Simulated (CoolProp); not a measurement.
Properties of R1234yf along the isobar 6.12 MPa.

The numbers come from the reference Helmholtz-energy equation of state, Lemmon 2022 in CoolProp.

```json
[
 {"T (°C)": "-52.65", "phase": "liquid", "density (kg/m³)": "1339", "isothermal compressibility (1/MPa)": "0.001578", "expansivity (1/kK)": "1.856", "viscosity (µPa s)": "441", "conductivity (mW/(m K))": "92.6", "fugacity coefficient": "0.006852"},
 {"T (°C)": "-45.35", "phase": "liquid", "density (kg/m³)": "1321", "isothermal compressibility (1/MPa)": "0.001725", "expansivity (1/kK)": "1.903", "viscosity (µPa s)": "396", "conductivity (mW/(m K))": "90.0", "fugacity coefficient": "0.01000"},
 {"T (°C)": "-37.95", "phase": "liquid", "density (kg/m³)": "1302", "isothermal compressibility (1/MPa)": "0.001895", "expansivity (1/kK)": "1.956", "viscosity (µPa s)": "357", "conductivity (mW/(m K))": "87.4", "fugacity coefficient": "0.01424"},
 {"T (°C)": "-30.55", "phase": "liquid", "density (kg/m³)": "1283", "isothermal compressibility (1/MPa)": "0.002087", "expansivity (1/kK)": "2.017", "viscosity (µPa s)": "323", "conductivity (mW/(m K))": "84.9", "fugacity coefficient": "0.01974"},
 {"T (°C)": "-23.15", "phase": "liquid", "density (kg/m³)": "1264", "isothermal compressibility (1/MPa)": "0.002306", "expansivity (1/kK)": "2.084", "viscosity (µPa s)": "293", "conductivity (mW/(m K))": "82.4", "fugacity coefficient": "0.02669"},
 {"T (°C)": "-15.75", "phase": "liquid", "density (kg/m³)": "1244", "isothermal compressibility (1/MPa)": "0.002558", "expansivity (1/kK)": "2.159", "viscosity (µPa s)": "267", "conductivity (mW/(m K))": "80.0", "fugacity coefficient": "0.03530"},
 {"T (°C)": "-8.35", "phase": "liquid", "density (kg/m³)": "1224", "isothermal compressibility (1/MPa)": "0.002848", "expansivity (1/kK)": "2.244", "viscosity (µPa s)": "244", "conductivity (mW/(m K))": "77.6", "fugacity coefficient": "0.04574"},
 {"T (°C)": "-0.95", "phase": "liquid", "density (kg/m³)": "1204", "isothermal compressibility (1/MPa)": "0.003185", "expansivity (1/kK)": "2.339", "viscosity (µPa s)": "224", "conductivity (mW/(m K))": "75.3", "fugacity coefficient": "0.05819"},
 {"T (°C)": "6.45", "phase": "liquid", "density (kg/m³)": "1183", "isothermal compressibility (1/MPa)": "0.003580", "expansivity (1/kK)": "2.446", "viscosity (µPa s)": "205", "conductivity (mW/(m K))": "73.1", "fugacity coefficient": "0.07279"},
 {"T (°C)": "13.85", "phase": "liquid", "density (kg/m³)": "1161", "isothermal compressibility (1/MPa)": "0.004046", "expansivity (1/kK)": "2.568", "viscosity (µPa s)": "189", "conductivity (mW/(m K))": "70.9", "fugacity coefficient": "0.08964"},
 {"T (°C)": "21.25", "phase": "liquid", "density (kg/m³)": "1138", "isothermal compressibility (1/MPa)": "0.004601", "expansivity (1/kK)": "2.707", "viscosity (µPa s)": "173", "conductivity (mW/(m K))": "68.8", "fugacity coefficient": "0.1088"},
 {"T (°C)": "28.65", "phase": "liquid", "density (kg/m³)": "1115", "isothermal compressibility (1/MPa)": "0.005271", "expansivity (1/kK)": "2.868", "viscosity (µPa s)": "159", "conductivity (mW/(m K))": "66.7", "fugacity coefficient": "0.1304"},
 {"T (°C)": "36.05", "phase": "liquid", "density (kg/m³)": "1091", "isothermal compressibility (1/MPa)": "0.006091", "expansivity (1/kK)": "3.056", "viscosity (µPa s)": "147", "conductivity (mW/(m K))": "64.7", "fugacity coefficient": "0.1543"}
]
```

Viscosity comes from a separate model (Bell 2016), an estimate that may be off by 10 % or more. Thermal conductivity comes from a separate model (Perkins 2011).
